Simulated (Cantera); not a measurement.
## Ignition delay

Mixture: CH₄ : O₂ : N₂ = 1 : 2.74 : 10.3 (molar parts), at 3750 Torr, adiabatic and at constant pressure. Ignition delay is the time to a rise of 400 K.

Cantera simulation using GRI-Mech 3.0 (53 species, 325 reactions); the numbers are that mechanism's predictions, not measurements.

| T0 (K) | delay (ms) |
|---|---|
| 1175 | 11.8 |
| 1275 | 3.36 |
| 1375 | 1.07 |
| 1475 | 0.378 |
| 1575 | 0.148 |
| 1675 | 0.0651 |
| 1775 | 0.0318 |
| 1875 | 0.0171 |
| 1975 | 0.00992 |

- apparent activation energy between 1775 and 1975 K: 170 kJ/mol
